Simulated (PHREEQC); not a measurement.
**Copper plating or etch bath (model solution)**

Solution (37 °C and 100 atm): 52 mmol/kgw CuSO4, 1.5 mmol/kgw HBF4 and 2.2 mmol/kgw Na2SO4. Closed to the air; pH follows from the charge balance.

Computed with PHREEQC (ion-association model, phreeqc.dat).

```yaml
pH: 3.03
ionic_strength: 0.124 mol/kgw
specific_conductance: 7800 µS/cm
density: 1.006 g/cm³
total_alkalinity: -6.00 meq/kg
```

| species | molality | activity | log γ |
|---|---|---|---|
| SO4-2 | 0.0303 | 0.0103 | -0.467 |
| Cu+2 | 0.0295 | 0.0109 | -0.430 |
| CuSO4 | 0.0222 | 0.0229 | 0.012 |
| Na+ | 0.00417 | 0.00321 | -0.114 |
| HF | 0.00199 | 0.00204 | 0.012 |
| F- | 0.00168 | 0.00125 | -0.130 |
| HSO4- | 0.00145 | 0.00111 | -0.116 |
| H+ | 0.00113 | 0.000925 | -0.089 |

Precipitation was switched off in this run. Under pressure, the constants of complexes without a molar volume in the database are unreliable. Constants without temperature data keep their 25 °C values here. Real BF4- forms and hydrolyses slowly; the run takes it at equilibrium.
